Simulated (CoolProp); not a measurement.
Saturated liquid density (kg/m³) of methane: the reference equation beside estimates from Tc = 190.6 K, pc = 45.99 bar, ω = 0.011. Rackett uses Z = 0.29056 − 0.08775 ω.

Computed with CoolProp (reference Helmholtz-energy equation of state, Setzmann 1991).

| T (K) | reference | Rackett | van der Waals | Redlich-Kwong | Peng-Robinson |
|---|---|---|---|---|---|
| 147.1 | 363.6 | 362.4 | 247.9 | 353.3 | 396.8 |
| 150.5 | 356.9 | 355.7 | 242.9 | 344.4 | 387.1 |
| 153.9 | 349.9 | 348.7 | 237.8 | 335.1 | 376.9 |
| 157.2 | 342.7 | 341.6 | 232.5 | 325.7 | … |
| 160.6 | … | 333.9 | 226.8 | 315.4 | 355.0 |
| 163.9 | 326.9 | 326.0 | 221.0 | 304.8 | 343.2 |
| 167.3 | 318.0 | 317.3 | 214.5 | 293.2 | … |
| 170.7 | … | 307.9 | 207.5 | 280.8 | 315.9 |
| 174 | 298.3 | 298.0 | 200.2 | … | 300.8 |
| 177.4 | 286.5 | 286.5 | 191.8 | 252.8 | 283.7 |
| 180.8 | 272.8 | 273.3 | 182.2 | 236.1 | 264.2 |

Some entries are withheld; supply them.


- 157.2, Peng-Robinson: 366.5
- 160.6, reference: 334.9
- 167.3, Peng-Robinson: 330.0
- 170.7, reference: 308.5
- 174, Redlich-Kwong: 267.7

Absolute difference from the reference over all 11 rows, mean and median: Rackett 0.2 and 0.3 %, van der Waals 32.5 and 32.4 %, Redlich-Kwong 7.3 and 6.8 %, Peng-Robinson 4.9 and 5.0 %.
